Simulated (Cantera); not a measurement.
Gas mixture: CO2 : H2O : O2 = 0.52 : 0.54 : 0.66 (molar parts), at 100.0 Torr, frozen composition.

Cantera's kinetic-theory transport with the Lennard-Jones parameters of GRI-Mech 3.0, ideal gas; thermal conductivity in the multicomponent form. Polar gases are described roughly by these parameters.

D: mixture-averaged diffusion coefficient of that species in the mixture.

```csv
T (K),ρ (kg/m³),cp (J/kg/K),μ (µPa s),λ (mW/m/K),Pr,D (cm²/s) H,D (cm²/s) H2O,D (cm²/s) H2
400,0.125,1114,20.3,33.0,0.686,15.2,2.58,9.70
600,0.0835,1217,28.6,51.0,0.683,31.6,5.62,19.4
800,0.0626,1302,36.0,68.8,0.682,52.1,9.54,31.6
1000,0.0501,1369,___,___,0.682,___,___,___
1200,0.0417,1424,___,___,0.681,___,___,___
1400,0.0358,1470,54.9,119,0.680,135,25.7,80.4
1600,0.0313,1508,60.4,134,0.679,169,32.3,100
1800,0.0278,1541,65.6,149,0.679,206,39.5,122
```

Problem. Fill in the missing entries.

Solution. 
- 1000, μ (µPa s): 42.8
- 1000, λ (mW/m/K): 85.9
- 1000, D (cm²/s) H: 76.4
- 1000, D (cm²/s) H2O: 14.2
- 1000, D (cm²/s) H2: 45.9
- 1200, μ (µPa s): 49.0
- 1200, λ (mW/m/K): 103
- 1200, D (cm²/s) H: 104
- 1200, D (cm²/s) H2O: 19.6
- 1200, D (cm²/s) H2: 62.2
